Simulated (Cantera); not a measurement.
**Stirred combustor or abatement burner**

A perfectly stirred reactor is fed with C₂H₄ : O₂ : N₂ : H₂O = 1 : 1.88 : 11 : 0.82 (molar parts), at 1.00 bar; it is adiabatic with a 475 K inlet, and is followed from long to short residence time, starting on the burning branch (τ in s: 0.27, 0.1, 0.039, 0.015, 0.0056, 0.0021, 0.0008, 0.0003, 0.00011, 4.3e-05, 1.6e-05, 6.2e-06).

Cantera simulation using GRI-Mech 3.0 (53 species, 325 reactions); the numbers are that mechanism's predictions, not measurements. GRI-Mech 3.0 was tuned for natural gas; its chemistry of ethylene as a main component is partial and can be far from experiment.

```
τ (s)    T (K)    x C₂H₄      x O₂   x H₂O     x NO      x OH      x O   x H₂O₂
-------  -----  --------  --------  ------  -------  --------  -------  -------
0.27      1787   3.06e-5  0.000210   0.124  1.96e-5   3.20e-5  2.44e-7  1.56e-9
0.10      1786   5.59e-5  0.000391   0.125  2.29e-5   4.84e-5  5.78e-7  3.46e-9
0.039     1781   9.25e-5  0.000658   0.126  2.69e-5   7.52e-5  1.38e-6  6.99e-9
0.015     1773  0.000146   0.00106   0.126  3.14e-5  0.000122  3.48e-6  1.33e-8
0.0056    1761  0.000229   0.00168   0.126  3.45e-5  0.000202  9.32e-6  2.39e-8
0.0021    1740  0.000393   0.00283   0.126  3.28e-5  0.000315  2.40e-5  4.30e-8
0.00080   1700  0.000838   0.00562   0.127  2.38e-5  0.000420  5.46e-5  8.67e-8
0.00030    475    0.0680     0.128  0.0558   <1e-12    <1e-12   <1e-12   <1e-12
0.00011    475    0.0680     0.128  0.0558   <1e-12    <1e-12   <1e-12   <1e-12
4.3e-5     475    0.0680     0.128  0.0558   <1e-12    <1e-12   <1e-12   <1e-12
1.6e-5     475    0.0680     0.128  0.0558   <1e-12    <1e-12   <1e-12   <1e-12
6.2e-6     475    0.0680     0.128  0.0558   <1e-12    <1e-12   <1e-12   <1e-12
```
x: mole fraction; the columns are a selection and need not sum to one.
